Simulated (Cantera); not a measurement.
Ignition delay

Mixture: 6.43 % CH4, 1.80 % C2H6, 26.2 % O2, 65.6 % N2, at 1.00 bar, adiabatic and at constant pressure. Ignition delay is the time to a rise of 400 K.

Detailed kinetics in Cantera: GRI-Mech 3.0 (53 species, 325 reactions).

| T0 (K) | delay (ms) |
|---|---|
| 1000 | 139 |
| 1075 | 26.1 |
| 1150 | 5.88 |
| 1225 | 1.67 |
| 1300 | 0.616 |
| 1375 | 0.282 |
| 1450 | 0.149 |
| 1525 | 0.0860 |
| 1600 | 0.0529 |

```yaml
apparent activation energy between 1450 and 1600 K: 130 kJ/mol
```
